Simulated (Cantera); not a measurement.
Charge: 1 mol C2H6, 0.025 mol CO2, 2.5 mol N2, at 2.10 bar.

Equilibrium computed with Cantera from the NASA thermochemical tables; the gas is ideal and each condensed phase is pure. Candidate condensed phases: C, C6H6, C7H8, C8H18, H2O; 136 gas species. Rates play no part.

x: gas mole fraction; n: condensed amount in mol.

```csv
T (K),x H2,x N2,x HCN,x CO,x CH4,n C(graphite)
1325,0.535,0.452,…,0.00897,0.00403,1.95
1400,0.537,0.452,…,0.00899,0.00261,1.96
1475,0.538,0.451,…,0.00900,0.00176,1.96
1550,0.538,0.451,…,0.00901,0.00124,1.96
1625,0.539,0.450,…,0.00901,0.000896,1.96
1700,0.539,0.450,…,0.00901,0.000667,1.96
1775,0.538,0.449,…,0.00901,0.000509,1.96
1850,0.538,0.449,…,0.00901,0.000397,1.95
1925,0.537,0.448,…,0.00901,0.000316,1.94
2000,0.535,0.447,…,0.00901,0.000255,1.93
2075,0.533,0.445,…,0.00900,0.000209,1.91
```

Problem. What belongs in the gaps?

Solution. 
- 1325, x HCN: 0.000128
- 1400, x HCN: 0.000244
- 1475, x HCN: 0.000435
- 1550, x HCN: 0.000732
- 1625, x HCN: 0.00117
- 1700, x HCN: 0.00180
- 1775, x HCN: 0.00267
- 1850, x HCN: 0.00382
- 1925, x HCN: 0.00532
- 2000, x HCN: 0.00721
- 2075, x HCN: 0.00955
